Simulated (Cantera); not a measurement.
Cantera run, input and output.

```python
import numpy as np
import cantera as ct

surf = ct.Interface("ptcombust.yaml", "Pt_surf")
gas = surf.adjacent["gas"]
gas.TPX = 300, 2200, {'CH4': 0.024, 'O2': 0.077, 'N2': 0.79}
jet = ct.ImpingingJet(gas=gas, width=0.03, surface=surf)
jet.inlet.mdot, jet.inlet.T, jet.inlet.X = 0.17, 300, {'CH4': 0.024, 'O2': 0.077, 'N2': 0.79}
jet.set_refine_criteria(ratio=10, slope=0.2, curve=0.3)
show, cover = ['CH4', 'O2', 'H2O', 'OH', 'CO', 'CO2'], ["PT(S)", "H(S)", "O(S)", "OH(S)", "CO(S)", "C(S)"]

rows = []
print(f"{'Ts/K':>7s}" + "".join(f"{s:>11s}" for s in show + cover) + "   (gas at the wall, coverages)")
for i, Ts in enumerate([950, 1000, 1050, 1100, 1150, 1200]):
    jet.surface.T = Ts
    if i == 0:
        surf.TP = Ts, 2200
        surf.coverages = "PT(S):0.5, O(S):0.5"
        surf.advance_coverages(1.0)
        jet.set_initial_guess(products="inlet")
    jet.solve(loglevel=0, auto=(i == 0))
    rows.append([*(jet.X[gas.species_index(s), -1] for s in show), *surf[cover].coverages])
    print(f"{Ts:7g}" + "".join(f"{x:11.3e}" for x in rows[-1]))
```

Result:

```
   Ts/K        CH4         O2        H2O         OH         CO        CO2      PT(S)       H(S)       O(S)      OH(S)      CO(S)       C(S)   (gas at the wall, coverages)
    950  2.173e-02  7.531e-02  9.716e-03  8.805e-08  1.456e-05  6.381e-03  3.765e-01  9.519e-08  6.231e-01  3.941e-04  6.306e-06  3.024e-08
   1000  1.979e-02  7.121e-02  1.328e-02  2.549e-07  1.845e-05  8.740e-03  4.557e-01  2.055e-07  5.439e-01  3.938e-04  5.122e-06  3.208e-08
   1050  1.794e-02  6.727e-02  1.669e-02  6.447e-07  2.303e-05  1.099e-02  5.324e-01  3.972e-07  4.672e-01  3.741e-04  4.134e-06  3.297e-08
   1100  1.628e-02  6.377e-02  1.972e-02  1.452e-06  2.865e-05  1.300e-02  6.048e-01  7.054e-07  3.949e-01  3.423e-04  3.366e-06  3.345e-08
   1150  1.489e-02  6.082e-02  2.225e-02  2.984e-06  3.584e-05  1.468e-02  6.710e-01  1.169e-06  3.287e-01  3.043e-04  2.786e-06  3.384e-08
   1200  1.375e-02  5.844e-02  2.430e-02  5.658e-06  4.530e-05  1.604e-02  7.302e-01  1.838e-06  2.695e-01  2.646e-04  2.360e-06  3.446e-08
```

Detailed kinetics in Cantera: Deutschmann's 1995 Pt surface mechanism with GRI-Mech 3.0 gas chemistry. Catalytic surfaces can have several steady states; this one follows from the mechanism file's or the stated starting coverage.
